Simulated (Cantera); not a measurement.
Mixture: CH4 : O2 : N2 = 1 : 2.86 : 10.7 (molar parts), at 6150 Torr, adiabatic and at constant volume. Ignition delay is the time to a rise of 400 K.

Detailed kinetics in Cantera: GRI-Mech 3.0 (53 species, 325 reactions).

Question: Predict: delay at 1025 K; delay at 1075 K; delay at 1125 K; delay at 1175 K; delay at 1225 K; delay at 1275 K; delay at 1325 K; apparent activation energy between 1225 and 1325 K.

Answer: 
```json
{
  "delay at 1025 K": "58.2 ms",
  "delay at 1075 K": "26.4 ms",
  "delay at 1125 K": "12.8 ms",
  "delay at 1175 K": "6.56 ms",
  "delay at 1225 K": "3.49 ms",
  "delay at 1275 K": "1.92 ms",
  "delay at 1325 K": "1.09 ms",
  "apparent activation energy between 1225 and 1325 K": "160 kJ/mol"
}
```
